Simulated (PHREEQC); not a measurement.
Solution (5 °C): 140 mmol/kgw NH4HF2 and 62 mmol/kgw H2SiF6. Closed to the air; pH follows from the charge balance.

Equilibrium calculation in PHREEQC: ion-association model, phreeqc.dat.

pH: 1.81
ionic strength: 0.222 mol/kgw
activity of water: 0.992
density: 1.009 g/cm³
total alkalinity: -512 meq/kg

| species | molality | activity | log γ |
|---|---|---|---|
| HF | 0.230 | 0.242 | 0.022 |
| NH4+ | 0.140 | 0.0950 | -0.168 |
| SiF6-2 | 0.0620 | 0.0184 | -0.527 |
| F- | 0.0207 | 0.0146 | -0.151 |
| H+ | 0.0195 | 0.0155 | -0.098 |
| HF2- | 0.0147 | 0.0110 | -0.125 |

Precipitation was switched off in this run. Constants without temperature data keep their 25 °C values here. SiF6-2 is the database's only silicon fluoride.
